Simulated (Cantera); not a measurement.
## Equilibrium for chlorosilane synthesis and conversion: Si + HCl + H2

Charge: 1 mol Si, 1.2 mol HCl, 14 mol H2, held at 648.15 K and 1 atm.

Cantera equilibrium calculation (NASA polynomials, part measured and part estimated; ideal gas, pure solids and liquids). Candidate condensed phases: Si; 19 gas species. Kinetics and transport are ignored.

- x(H2) = 0.976
- x(SiHCl3) = 0.0124
- x(SiCl4) = 0.0105
- x(SiH2Cl2) = 0.000846
- x(HCl) = 6.46e-5
- x(SiH3Cl) = 1.18e-5
- n(Si(s)) = 0.648 mol
- gas amount = 14.85 mol
